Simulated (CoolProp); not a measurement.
Vapour-liquid equilibrium of diethyl ether (1) + acetone (2) at 855 kPa; x and y are mole fractions of (1).

Values from CoolProp's multi-fluid Helmholtz-energy mixture model, Thol 2014 and Lemmon 2006; pair parameters Bell 2016.

```tsv
x	bubble temperature, mixture model (K)	bubble temperature, Raoult's law (K)	y, mixture model	y, Raoult's law
0.05	406.5	407.5	0.088	0.078
0.2	399.8	403.4	0.312	0.289
0.35	394.5	399.5	0.483	0.469
0.5	390.6	395.9	0.614	0.623
0.65	387.8	392.5	0.724	0.756
0.8	386.0	389.3	0.829	0.871
0.95	385.2	386.2	0.951	0.970
```

The largest gap from Raoult's law is -5.3 K in bubble temperature, at x = 0.5. No azeotrope shows between x = 0.05 and 0.95.

The pair parameters rest on a limited set of measurements; away from them the model extrapolates.
